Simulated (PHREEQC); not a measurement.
# Hard or scaling water (model solution)

Dissolve 0.13 mol/kgw MgCl2, 0.073 mol/kgw NaHCO3 and 3.3e-05 mol/kgw H4SiO4 at 15 °C. Closed to the air; pH follows from the charge balance.

The numbers come from PHREEQC with the ion-association model, phreeqc.dat.

No solid was allowed to form.

Q: Predict the pH.

A: pH 7.67.

Q: In which forms is Na present?

A: Na+ 99 %, NaHCO3 1.3 % of the Na.
